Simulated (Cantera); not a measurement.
An adiabatic, constant-pressure homogeneous reactor starts with 6.91 % CH4, 0.387 % C2H6, 19.5 % O2, 73.2 % N2, equivalence ratio 0.78, at 1475 K and 7.80 bar.

Computed with Cantera and GRI-Mech 3.0 (53 species, 325 reactions).

One state of this run: T (K) = 2745; x CH4 = <1e-12; x C2H6 = <1e-12; x O2 = 0.0397; x CO2 = 0.0621; x H = 0.00159; x CO = 0.0135. x: mole fraction; the columns are a selection and need not sum to one.

Q: Which value of t (s) does it belong to?
A. 3.00e-6
B. 8.40e-5
C. 9.11e-6
D. 0.200

A: D, 0.200
